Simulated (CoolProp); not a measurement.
Saturation properties of carbonyl sulfide (Tc = 378.8 K, pc = 6369 kPa, ω = 0.098).

Values from CoolProp's reference Helmholtz-energy equation of state, Lemmon 2006. It is a short technical equation, of lower accuracy than the large ones.

| T (K) | p (kPa) | liquid density (kg/m³) | vapour density (kg/m³) | enthalpy of vaporisation (kJ/kg) | surface tension (mN/m) |
|---|---|---|---|---|---|
| 271.9 | 626.5 | 1061 | 18.51 | 271.4 | 12.2 |
| 280.4 | 802.0 | 1039 | 23.47 | 263.5 | 10.9 |
| 288.9 | 1011 | 1017 | 29.41 | 255.0 | 9.57 |
| 297.3 | 1255 | 992.8 | 36.42 | 246.0 | 8.34 |
| 305.8 | 1542 | 967.4 | 44.86 | 236.2 | 7.14 |
| 314.2 | 1869 | 940.7 | 54.79 | 225.5 | 6.01 |
| 322.7 | 2249 | 911.8 | 66.81 | 213.7 | 4.93 |
| 331.2 | 2682 | 880.5 | 81.31 | 200.5 | 3.91 |
| 339.6 | 3167 | 846.4 | 98.80 | 185.9 | 2.98 |
| 348.1 | 3720 | 807.6 | 120.9 | 168.8 | 2.11 |

It boils at 223.0 K under 1 atm.

Surface tension comes from a separate correlation (Mulero 2012).
